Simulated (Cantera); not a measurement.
Mixture: CO : H2 : CH4 : O2 : N2 = 1 : 0.9 : 0.12 : 1.2 : 5.89 (molar parts), equivalence ratio 0.99, at 37.0 bar, adiabatic and at constant pressure. Ignition delay is the time to a rise of 400 K.

Detailed kinetics in Cantera: GRI-Mech 3.0 (53 species, 325 reactions). The pressure lies above the range GRI-Mech 3.0 was tuned for (to about 10 atm).

Problem. Predict: delay at 1300 K; delay at 1450 K; delay at 1600 K; delay at 1750 K; apparent activation energy between 1675 and 1825 K.

Solution. 
| Item | Value |
|---|---|
| delay at 1300 K | 19.8 µs |
| delay at 1450 K | 3.12 µs |
| delay at 1600 K | 0.983 µs |
| delay at 1750 K | 0.498 µs |
| apparent activation energy between 1675 and 1825 K | 93 kJ/mol |
